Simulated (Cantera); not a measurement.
A perfectly stirred reactor is fed with C3H8 : H2 = 1 : 2 (molar parts), at 30.0 Torr; it is held at 1000 K, and followed from long to short residence time.

Cantera simulation using GRI-Mech 3.0 (53 species, 325 reactions); the numbers are that mechanism's predictions, not measurements. GRI-Mech 3.0 was tuned for natural gas; its chemistry of propane as a main component is partial and can be far from experiment. GRI-Mech 3.0 stops at C3 and has no aromatics, soot or wall deposition, so with more carbon than oxygen in the feed, carbon stays in small species such as C2H2 where larger ones or solid carbon would form. Radical loss at walls, strong at low pressure, is not modelled.

### Question
What does this change do: temperature 1000 to 1600 K?

### Answer
```
quantity                  before     after
----------------------  --------  --------
x(C3H8) at τ = 0.960 s     0.232   4.19e-5
x(H2) at τ = 0.960 s       0.617     0.706
x(H) at τ = 0.960 s      3.58e-7  0.000430
x(CH2) at τ = 0.960 s   2.67e-11   3.05e-7
x(C2H4) at τ = 0.960 s    0.0749   0.00197
x(C3H8) at τ = 63.0 ms     0.325  0.000505
x(H2) at τ = 63.0 ms       0.663     0.660
x(H) at τ = 63.0 ms      3.13e-7  0.000664
x(CH2) at τ = 63.0 ms   3.88e-11   1.21e-6
x(C2H4) at τ = 63.0 ms   0.00615    0.0113
```
